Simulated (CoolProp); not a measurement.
Properties of acetone along the isobar 1850 kPa.

Values from CoolProp's reference Helmholtz-energy equation of state, Lemmon 2006. It is a short technical equation, of lower accuracy than the large ones.

| T (°C) | phase | density (kg/m³) | Joule-Thomson coefficient (K/MPa) | isothermal compressibility (1/MPa) | fugacity coefficient |
|---|---|---|---|---|---|
| 185.85 | gas | 38.94 | 21.28 | 0.8188 | 0.7820 |
| 198.85 | gas | 35.98 | 18.30 | 0.7514 | 0.8040 |
| 211.85 | gas | 33.71 | 16.01 | 0.7095 | 0.8227 |
| 224.85 | gas | 31.87 | 14.18 | 0.6807 | 0.8390 |
| 237.85 | gas | 30.33 | 12.68 | 0.6596 | 0.8531 |
| 250.85 | gas | 29.00 | 11.44 | 0.6434 | 0.8656 |
| 263.85 | gas | 27.83 | 10.38 | 0.6305 | 0.8767 |
| 276.85 | gas | 26.79 | 9.477 | 0.6200 | 0.8866 |
